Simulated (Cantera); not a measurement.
Input: 1 mol Si, a varied amount of HBr, 0.22 mol N2, held at 802 °C and 5.40 mbar.

Cantera equilibrium calculation (NASA polynomials, part measured and part estimated; ideal gas, pure solids and liquids). Candidate condensed phases: Br2, Si, Si3N4; 28 gas species. N2 is the only nitrogen source here; it is nearly inert below about 1500 K, so the nitride shown seldom forms there in practice. Mutual solubility and eutectic melting of coexisting phases are not modelled. Rates play no part.

Question: What share of the Si ends up in condensed phases as a function of n(HBr) (mol), at 1.5, 1.9, 2.4, 3, 3.9, 4.9, 6.3, 8.1, 10, 13, 17, 21?

Answer: 
| n(HBr) (mol) | Si condensed (%) | as |
|---|---|---|
| 1.5 | 63.5 | Si(s) + Si3N4(s) |
| 1.9 | 53.8 | Si(s) + Si3N4(s) |
| 2.4 | 41.6 | Si(s) + Si3N4(s) |
| 3 | 33.0 | Si3N4(s) |
| 3.9 | 32.9 | Si3N4(s) |
| 4.9 | 31.6 | Si3N4(s) |
| 6.3 | 24.2 | Si3N4(s) |
| 8.1 | 9.7 | Si3N4(s) |
| 10 | 0.0 | - |
| 13 | 0.0 | - |
| 17 | 0.0 | - |
| 21 | 0.0 | - |
